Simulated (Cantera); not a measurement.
Input (Python, Cantera):

```python
import numpy as np
import cantera as ct

gas = ct.Solution("gri30.yaml")
gas.TPX = 1575, 210000, {'CH4': 1, 'H2O': 4.6}
reactor = ct.IdealGasConstPressureReactor(gas, energy="off", clone=False)
net = ct.ReactorNet([reactor])
net.rtol, net.atol = 1e-08, 1e-18
show = ['CH4', 'H2O', 'OH', 'CH3', 'C2H2', 'CO']
times = np.geomspace(2e-05, 100, 9)

steps = ct.SolutionArray(gas, extra=["t"])
rows = []
print(f"{'t/s':>10s}{'T/K':>9s}{'P/Pa':>11s}" + "".join(f"{s:>11s}" for s in show))
for t in times:
    while net.time < t:
        t_next = net.step()
        steps.append(gas.state, t=t_next)
    rows.append([np.interp(t, steps.t, y) for y in (steps.T, steps.P, *steps(*show).X.T)])
    print(f"{t:10.3e}{rows[-1][0]:9.1f}{rows[-1][1]:11.4g}" + "".join(f"{x:11.3e}" for x in rows[-1][2:]))
rate = np.gradient(steps.T, steps.t)
print("integrator steps:", len(steps.t))
if steps.T.max() > steps.T[0] + 200:
    print(f"time of steepest temperature rise: {steps.t[rate.argmax()]:.4e} s")
gas.TPX = 1575, 210000, {'CH4': 1, 'H2O': 4.6}
gas.equilibrate("TP")
print(f"equilibrium (TP): T = {gas.T:.1f} K  " + "  ".join(f"{s} {gas[s].X[0]:.3e}" for s in show))
```

Output:

```
       t/s      T/K       P/Pa        CH4        H2O         OH        CH3       C2H2         CO
 2.000e-05   1575.0    2.1e+05  1.785e-01  8.214e-01  4.459e-07  5.180e-05  8.857e-11  2.091e-11
 1.375e-04   1575.0    2.1e+05  1.782e-01  8.213e-01  1.332e-06  1.587e-04  1.672e-07  5.319e-08
 9.457e-04   1575.0    2.1e+05  1.752e-01  8.206e-01  2.290e-06  2.723e-04  6.847e-05  1.506e-05
 6.503e-03   1575.0    2.1e+05  1.540e-01  8.068e-01  2.325e-06  2.491e-04  6.067e-03  5.368e-04
 4.472e-02   1575.0    2.1e+05  9.245e-02  7.526e-01  1.822e-06  1.251e-04  3.136e-02  4.375e-03
 3.075e-01   1575.0    2.1e+05  3.864e-02  6.462e-01  1.383e-06  4.636e-05  3.527e-02  2.196e-02
 2.115e+00   1575.0    2.1e+05  2.158e-02  5.078e-01  8.812e-07  2.094e-05  7.521e-03  6.837e-02
 1.454e+01   1575.0    2.1e+05  2.860e-03  4.451e-01  7.129e-07  2.561e-06  9.035e-05  9.484e-02
 1.000e+02   1575.0    2.1e+05  7.895e-07  4.393e-01  7.031e-07  7.061e-10  7.529e-12  9.724e-02
integrator steps: 2166
equilibrium (TP): T = 1575.0 K  CH4 1.407e-07  H2O 4.393e-01  OH 7.032e-07  CH3 1.259e-10  C2H2 3.697e-13  CO 9.724e-02
```

Computed with Cantera and GRI-Mech 3.0 (53 species, 325 reactions).
